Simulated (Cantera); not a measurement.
An isothermal plug-flow reactor at 650 K and 500000 Pa (inlet), inlet velocity 0.95 m/s, active area per volume 240 1/m; feed 0.723 % H2, 2.45 % O2, 96.8 % N2.

Detailed kinetics in Cantera: Deutschmann's 1995 Pt surface mechanism with GRI-Mech 3.0 gas chemistry. Catalytic surfaces can have several steady states; this one follows from the mechanism file's or the stated starting coverage. Mass transfer to the wall is taken as infinitely fast.

x: gas mole fraction; θ: surface coverage.

```tsv
z (m)	x H2	x O2	x H2O	θ free Pt	θ O*	θ OH*
9.4e-05	0.00525	0.0235	(withheld)	0.383	0.596	0.0206
0.00016	0.00438	0.0231	(withheld)	0.326	0.654	0.0205
0.00026	0.00349	0.0227	(withheld)	0.264	0.715	0.0201
0.00044	0.00254	0.0222	(withheld)	0.196	0.785	0.0189
0.00073	0.00175	0.0218	(withheld)	0.138	0.845	0.0170
0.0012	0.00116	0.0215	0.00609	0.0927	0.893	0.0147
0.002	0.000734	0.0213	0.00652	0.0593	0.929	0.0122
0.0034	0.000445	0.0212	0.00681	0.0362	0.954	0.00980
0.0056	0.000274	0.0211	0.00698	0.0225	0.970	0.00785
0.0094	0.000163	0.0211	0.00709	0.0138	0.980	0.00620
```

Complete the blanks.


- 9.4e-05, x H2O: 0.00199
- 0.00016, x H2O: 0.00286
- 0.00026, x H2O: 0.00376
- 0.00044, x H2O: 0.00471
- 0.00073, x H2O: 0.00550
